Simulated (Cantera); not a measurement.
Feed: 1 mol CH4, 0.031 mol NH3, 24 mol H2, 5.3 mol CO2, equilibrated at 723 K and 13.3 mbar.

Equilibrium computed with Cantera from the NASA thermochemical tables; the gas is ideal and each condensed phase is pure. Candidate condensed phases: C, C6H6, C7H8, C8H18, H2O; 136 gas species. Kinetics and transport are ignored.

Base state: H2 0.693, H2O 0.122, CO2 0.0866, CO 0.0644, CH4 0.0341, N2 0.000525 (mole fractions); condensed: C(graphite).

What changes in the equilibrium state with this change: temperature from 723 K to 1373 K?


```
species             before     after
----------------  --------  --------
H2                   0.693     0.687
CO                  0.0644     0.180
H2O                  0.122     0.118
CO2                 0.0866    0.0150
CH4                 0.0341   2.07e-9
H                    <1e-9   2.39e-5
N2                0.000525  0.000479
C(graphite), mol     0.837         0
```
